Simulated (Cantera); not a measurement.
Equilibrium for boron, boron nitride and boron oxide: B2H6 + O2 + H2O

Feed: 1 mol B2H6, 0.4 mol O2, a varied amount of H2O, equilibrated at 550 °C and 0.100 bar.

These are equilibrium values from Cantera (NASA tables, ideal gas, pure condensed phases), not measurements of a reactor. Candidate condensed phases: B, B2O3, B3O3H3, H2O; 23 gas species. The feed counts by its element totals alone. Gases not in the tables: H3BO3. Equilibrium is a limit: real reactors are often held back by kinetics, nucleation or transport.

| n(H2O) (mol) | x H2 | x H2O | x (HBO2)3 | x B3O3H3 | x HBO2 | n B(s) | n B2O3(l) |
|---|---|---|---|---|---|---|---|
| 0.24 | 0.999 | 2.86e-10 | <1e-12 | 0.00142 | 1.48e-11 | 1.30 | 0.342 |
| 0.48 | 0.999 | 2.86e-10 | <1e-12 | 0.00142 | 1.48e-11 | 1.14 | 0.422 |
| 0.73 | 0.999 | 2.86e-10 | <1e-12 | 0.00142 | 1.48e-11 | 0.975 | 0.505 |
| 0.97 | 0.999 | 2.86e-10 | <1e-12 | 0.00142 | 1.48e-11 | 0.814 | 0.584 |
| 1.2 | 0.999 | 2.86e-10 | <1e-12 | 0.00142 | 1.48e-11 | 0.661 | 0.661 |
| 1.5 | 0.999 | 2.86e-10 | <1e-12 | 0.00142 | 1.48e-11 | 0.460 | 0.760 |
| 1.7 | 0.999 | 2.86e-10 | <1e-12 | 0.00142 | 1.48e-11 | 0.327 | 0.827 |
| 2 | 0.999 | 2.86e-10 | <1e-12 | 0.00142 | 1.48e-11 | 0.126 | 0.926 |
| 2.2 | 1.00 | 1.61e-7 | 1.61e-12 | 1.07e-7 | 3.50e-10 | 0 | 1.000 |
| 2.4 | 0.963 | 0.0368 | 0.000177 | <1e-12 | 1.67e-7 | 0 | 0.999 |
| 2.7 | 0.913 | 0.0868 | 0.000640 | <1e-12 | 2.57e-7 | 0 | 0.995 |
| 2.9 | 0.882 | 0.117 | 0.00100 | <1e-12 | 2.99e-7 | 0 | 0.991 |
| 3.2 | 0.839 | 0.159 | 0.00159 | <1e-12 | 3.48e-7 | 0 | 0.985 |
x: gas mole fraction; n: condensed amount in mol.

From 0.24 mol H2O to 2 mol H2O the condensed part is B(s) + B2O3(l). From 2.2 mol H2O to 3.2 mol H2O the condensed part is B2O3(l). The share of B in condensed phases is highest at 2.2 mol H2O (100.0 %) and lowest at 3.2 mol H2O (98.5 %).
